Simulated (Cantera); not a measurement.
What does this Cantera script print?

```python
import numpy as np
import cantera as ct

gas_names = [...]  # 95 gases of nasa_gas.yaml made of C, F, H
cond_names = """
    C(gr) C6H6(L) C7H8(L) C8H18(L),n-octa
""".split()


# ... load() reads the species with a 1 bar reference pressure and builds the phases ...
atoms = {
    'CHF3': {'C': 1, 'H': 1, 'F': 3},
    'CH4': {'C': 1, 'H': 4},
}
top_T = {'C(gr)': 4500}  # K; cautious upper limits of use, not melting points


# ... equilibrate(T, P, feed) seeds the gas with the atoms and calls Mixture.equilibrate('TP', solver="vcs", rtol=1e-11, max_steps=5000) ...
results = []
feed = {'CHF3': 1, 'CH4': 0.018}  # mol
P = 13332.2  # Pa
for T in [1150, 1250, 1350, 1450, 1550, 1650, 1750, 1850, 1950, 2050]:
    mix = equilibrate(T, P, feed)
    results.append((T, P, feed, dict(zip(mix.species_names, mix.species_moles))))

top = {s: max(r[3][s] / sum(r[3][g] for g in gas_names) for r in results) for s in gas_names}
cols = sorted((s for s in top if top[s] > 0.0001), key=lambda s: -top[s])[:6]
seen = [c for c in cond_names if any(r[3].get(c, 0) > 1e-12 for r in results)]
print("log10 of partial pressures in bar; condensed amounts in mol")
print(f"{'T/K':>10s}" + "".join(f"{s[:9]:>10s}" for s in cols + seen))
for T, P, feed, n in results:
    ng = sum(n[g] for g in gas_names)
    print(f"{T:10.4g}" + "".join(f"{np.log10(max(n[s] / ng * P / 1e5, 1e-99)):10.3f}" for s in cols)
          + "".join(f"{n.get(c, 0):10.4g}" for c in seen))
```

Output:

```
log10 of partial pressures in bar; condensed amounts in mol
       T/K        HF       CF4       CF2         F       CF3     C(gr)
      1150    -1.036    -1.384    -8.036    -9.403    -7.952     0.536
      1250    -1.036    -1.384    -7.013    -8.255    -7.124     0.536
      1350    -1.036    -1.384    -6.144    -7.275    -6.420     0.536
      1450    -1.036    -1.384    -5.397    -6.431    -5.814     0.536
      1550    -1.036    -1.384    -4.748    -5.695    -5.287    0.5359
      1650    -1.037    -1.384    -4.179    -5.049    -4.825    0.5356
      1750    -1.037    -1.385    -3.677    -4.476    -4.417    0.5347
      1850    -1.038    -1.389    -3.232    -3.965    -4.055    0.5326
      1950    -1.040    -1.397    -2.836    -3.509    -3.735    0.5278
      2050    -1.044    -1.414    -2.485    -3.099    -3.455    0.5178
```

Cantera equilibrium calculation (NASA polynomials, part measured and part estimated; ideal gas, pure solids and liquids). Gases not in the tables: C2F6 and larger saturated fluorocarbons.
